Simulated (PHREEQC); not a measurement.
# Brine

A solution holds 1.2 mol/kgw KCl and 0.75 mol/kgw Na2SO4, at 25 °C. Closed to the air; pH follows from the charge balance.

Computed with PHREEQC (Pitzer model, pitzer.dat).

Precipitation was switched off in this run.

Q: Estimate the activity of water, osmotic coefficient.

A: activity of water 0.935; osmotic coefficient 0.796.
